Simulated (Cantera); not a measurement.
Predominance diagram of Zr at 1550 K against the partial pressures of O2 and N2 (log10, bar). Cantera with NASA thermochemical tables; ideal gases at 1 bar, condensed phases pure. Candidates: Zr(β), ZrN(s), ZrO2(tetragonal). Only these pure phases compete in this equilibrium. ZrN: taken at fixed stoichiometry.

```
log p(N2) \ log p(O2)
        columns: -21, -19.5, -18.1, -16.6, -15.1, -13.7, -12.2, -10.7, -9.3, -7.8, -6.3, -4.9, -3.4, -1.9, -0.5, 1
      0  A B B B B B B B B B B B B B B B
   -1.1  A B B B B B B B B B B B B B B B
   -2.3  A B B B B B B B B B B B B B B B
   -3.4  B B B B B B B B B B B B B B B B
   -4.6  B B B B B B B B B B B B B B B B
   -5.7  B B B B B B B B B B B B B B B B
   -6.9  B B B B B B B B B B B B B B B B
     -8  B B B B B B B B B B B B B B B B
   -9.1  B B B B B B B B B B B B B B B B
  -10.3  B B B B B B B B B B B B B B B B
  -11.4  B B B B B B B B B B B B B B B B
  -12.6  B B B B B B B B B B B B B B B B
  -13.7  B B B B B B B B B B B B B B B B
  -14.9  B B B B B B B B B B B B B B B B
    -16  B B B B B B B B B B B B B B B B
```

A: ZrN(s); B: ZrO2(tetragonal).
